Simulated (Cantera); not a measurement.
# Cu₂O + CO + H₂ + CH₄ (carbothermic reduction)

A closed system holds: 1 mol Cu₂O, 0.51 mol CO, 14 mol H₂, 0.62 mol CH₄, equilibrated at 10.0 mbar.

Method: chemical equilibrium by Gibbs-energy minimisation in Cantera with the NASA 1993 tables (ideal gas, pure condensed phases). Candidate condensed phases: C, C₆H₆, C₇H₈, C₈H₁₈, Cu, CuO, Cu(OH)₂, Cu₂O, H₂O; 113 gas species. Rates play no part.

```
T (°C)   x H₂      x Cu    x CO   x H₂O  n Cu(s)  n Cu(l)
------  -----  --------  ------  ------  -------  -------
650     0.911  5.48e-11  0.0659  0.0203     2.00        0
800     0.909   2.38e-8  0.0673  0.0215     2.00        0
950     0.909   2.29e-6  0.0679  0.0221     2.00        0
1100    0.908   7.90e-5  0.0682  0.0224        0     2.00
1250    0.907   0.00120  0.0683  0.0225        0     1.98
1400    0.897    0.0111  0.0677  0.0224        0     1.82
1550    0.840    0.0704  0.0636  0.0211        0    0.752
```
x: gas mole fraction; n: condensed amount in mol.

From 650 °C to 950 °C the condensed part is Cu(s). From 1100 °C to 1550 °C the condensed part is Cu(l).
